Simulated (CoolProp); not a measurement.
A single-stage vapour-compression cycle with the fluid: evaporating at 259.15 K (dew point), condensing at 286.15 K (bubble point), superheat 2 K, subcooling 8 K, compressor efficiency 0.7, no pressure losses. The same conditions are run with several fluids, on thermodynamics alone (safety and materials aside).

Computed with CoolProp (reference Helmholtz-energy equation of state of each fluid (R1224YDZ: Akasaka 2023; hydrogen chloride: Thol 2018; hydrogen sulfide: Lemmon 2006; R236EA: Rui 2013; R1336mzz(E): Akasaka 2023; R115: Lemmon 2016)).

| fluid | cooling COP | pressure ratio | discharge temperature (K) | refrigerating effect (kJ/kg) | volumetric capacity (kJ/m³) |
|---|---|---|---|---|---|
| R1224YDZ | 6.44 | 3.29 | 298.1 | 163 | 327 |
| hydrogen chloride | 5.71 | 2.03 | 331.3 | 307 | 11200 |
| hydrogen sulfide | 6.12 | 2.22 | 338.2 | 448 | 5130 |
| R236EA | 6.39 | 3.22 | 292.7 | 153 | 453 |
| R1336mzz(E) | 6.37 | 3.27 | 291.7 | 143 | 420 |
| R115 | 6.17 | 2.36 | 290.0 | 97.2 | 2090 |
